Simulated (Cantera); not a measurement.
# Equilibrium for silicon nitride deposition: SiHCl3 + NH3 + H2

Feed: 1 mol SiHCl3, 0.4 mol NH3, 5.7 mol H2, equilibrated at 21.0 Pa.

These are equilibrium values from Cantera (NASA tables, ideal gas, pure condensed phases), not measurements of a reactor. Candidate condensed phases: NH4Cl, Si, Si3N4; 28 gas species. The tables' values for SiCl3 are old estimates; treat these amounts as uncertain. Equilibrium is a limit: real reactors are often held back by kinetics, nucleation or transport.

```csv
T (°C),x H2,x HCl,x SiCl2,x N2,x SiCl3,x SiCl4,x SiHCl3,x H,n Si3N4(s)
927,0.737,0.177,0.0738,0.000217,0.00629,0.00470,0.000531,1.17e-5,0.0991
952,0.733,0.181,0.0771,0.000489,0.00524,0.00281,0.000355,1.84e-5,0.0980
977,0.730,0.182,0.0799,0.00103,0.00431,0.00166,0.000237,2.85e-5,0.0957
1002,0.729,0.181,0.0828,0.00203,0.00352,0.000976,0.000158,4.34e-5,0.0916
1027,0.729,0.177,0.0861,0.00366,0.00288,0.000570,0.000107,6.52e-5,0.0848
1052,0.730,0.171,0.0903,0.00603,0.00234,0.000331,7.24e-5,9.64e-5,0.0748
1077,0.732,0.162,0.0952,0.00911,0.00191,0.000190,4.93e-5,0.000141,0.0619
```
x: gas mole fraction; n: condensed amount in mol.

From 927 °C to 1077 °C the condensed part is Si3N4(s). The main Si-bearing gas is SiCl2 throughout. The share of Si in condensed phases is highest at 927 °C (29.7 %) and lowest at 1077 °C (18.6 %).
